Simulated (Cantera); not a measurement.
Input (Python, Cantera) and output of one run.

```python
import numpy as np
import cantera as ct

gas_names = """
    AL ALCL ALCL2 ALCL3 ALH AL2 AL2CL6 CL CL2 H HCL H2
""".split()
cond_names = """
    AL(cr) AL(L) ALCL3(s) ALCL3(L)
""".split()


def load(file, names, dense=False):
    # The tables refer to 1 bar. Condensed volumes are neglected.
    table = {s.name: s for s in ct.Species.list_from_file(file)}
    out = []
    for n in names:
        d = dict(table[n].input_data)
        d["thermo"] = dict(d["thermo"], **{"reference-pressure": 1e5})
        if dense:
            d["equation-of-state"] = {"model": "constant-volume", "density": "1e6 g/cm^3"}
        out.append(ct.Species.from_dict(d))
    return out


gas = ct.Solution(thermo="ideal-gas", species=load("nasa_gas.yaml", gas_names))
cond = {s.name: ct.Solution(thermo="fixed-stoichiometry", species=[s], name=s.name)
        for s in load("nasa_condensed.yaml", cond_names, dense=True)}
atoms = {
    'Al': {'AL': 1},
    'Cl2': {'CL': 2},
    'H2': {'H': 2},
}
top_T = {}  # K; cautious upper limits of use, not melting points


def equilibrate(T, P, feed):
    n = {}
    for name, mol in feed.items():
        for a, k in atoms[name].items():
            n[a] = n.get(a, 0.0) + k * mol
    gas.TPX = T, P, n
    mass = sum(n.values()) * gas.mean_molecular_weight
    gas.equilibrate("TP")
    valid = [c for c in cond.values() if c.min_temp <= T <= top_T.get(c.name, c.max_temp)]
    mix = ct.Mixture([(gas, mass / gas.mean_molecular_weight)] + [(c, 0.0) for c in valid])
    mix.T, mix.P = T, P
    mix.equilibrate("TP", solver="vcs", rtol=1e-11, max_steps=5000)
    return mix


results = []
feed = {'Al': 1, 'Cl2': 5.2, 'H2': 0.18}  # mol
T = 1075  # K
P = 380  # Pa
mix = equilibrate(T, P, feed)
results.append((T, P, feed, dict(zip(mix.species_names, mix.species_moles))))
print(gas.report(threshold=0.001))
for i in range(1, mix.n_phases):
    print(f"{mix.phase(i).name:16s} {mix.phase_moles(i):12.5e} mol")
```

It prints:

```
       temperature   1075 K
          pressure   380 Pa
           density   0.0034242 kg/m^3
  mean mol. weight   80.542 kg/kmol
   phase of matter   gas

                          1 kg             1 kmol
                     ---------------   ---------------
          enthalpy       -1.1074e+06       -8.9193e+07  J
   internal energy       -1.2184e+06       -9.8131e+07  J
           entropy            4319.5         3.479e+05  J/K
    Gibbs function       -5.7509e+06       -4.6319e+08  J
 heat capacity c_p            569.33             45855  J/K
 heat capacity c_v             466.1             37540  J/K

                      mass frac. Y      mole frac. X     chem. pot. / RT
                     ---------------   ---------------   ---------------
             ALCL3           0.33666           0.20336            -115.6
                CL         0.0066328           0.01507           -17.577
               CL2           0.62355           0.70835           -35.154
               HCL          0.033142          0.073215           -42.979
     [   +8 minor]        1.9808e-05         5.983e-06

AL(L)             0.00000e+00 mol
ALCL3(L)          0.00000e+00 mol
```

These are equilibrium values from Cantera (NASA tables, ideal gas, pure condensed phases), not measurements of a reactor.
